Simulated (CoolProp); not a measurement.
Model: reference Helmholtz-energy equation of state, Lemmon 2006, in CoolProp. It is a short technical equation, of lower accuracy than the large ones.

Give the vapour pressure (MPa), vapour density (kg/m³), enthalpy of vaporisation (kJ/kg), liquid cp (kJ/(kg K)) of saturated carbon monoxide at -179.45, -169.15, -162.25 °C.


```tsv
T (°C)	p (MPa)	vapour density (kg/m³)	enthalpy of vaporisation (kJ/kg)	liquid cp (kJ/(kg K))
-179.45	0.331	13.1	196	2.22
-169.15	0.723	28.1	176	2.38
-162.25	1.13	44.2	159	2.59
```
